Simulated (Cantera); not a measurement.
Charge: 1 mol SiH4, 0.57 mol HCl, 37 mol N2, held at 1.33 mbar.

Cantera equilibrium calculation (NASA polynomials, part measured and part estimated; ideal gas, pure solids and liquids). Candidate condensed phases: NH4Cl, Si, Si3N4; 28 gas species. N2 is the only nitrogen source here; it is nearly inert below about 1500 K, so the nitride shown seldom forms there in practice. The tables' values for SiCl, SiN are old estimates; treat these amounts as uncertain. Kinetics and transport are ignored.

x: gas mole fraction; n: condensed amount in mol.

```csv
T (K),x N2,x H2,x HCl,x SiCl2,x H,n Si3N4(s),n Si(l)
1098,0.934,0.0514,0.0146,6.79e-7,1.54e-7,0.333,0
1148,0.934,0.0514,0.0146,2.40e-6,4.45e-7,0.333,0
1198,0.934,0.0514,0.0146,7.58e-6,1.18e-6,0.333,0
1248,0.934,0.0514,0.0146,2.18e-5,2.90e-6,0.333,0
1298,0.934,0.0515,0.0145,5.72e-5,6.66e-6,0.333,0
1348,0.934,0.0515,0.0144,0.000137,1.44e-5,0.332,0
1398,0.934,0.0517,0.0140,0.000301,2.95e-5,0.329,0
1448,0.934,0.0520,0.0134,0.000596,5.75e-5,0.326,0
1498,0.934,0.0524,0.0125,0.00105,0.000108,0.320,0
1548,0.934,0.0529,0.0113,0.00166,0.000194,0.312,0
1598,0.934,0.0535,(withheld),(withheld),(withheld),0.302,0
1648,0.934,0.0541,0.00839,0.00305,0.000567,0.291,0
1698,0.934,0.0536,0.00721,0.00349,(withheld),0,0.836
1748,0.933,0.0532,0.00733,0.00337,0.00144,0,0.813
```

### Question
Fill in the missing entries.

### Answer

- 1598, x HCl: 0.00984
- 1598, x SiCl2: 0.00235
- 1598, x H: 0.000337
- 1698, x H: 0.000917
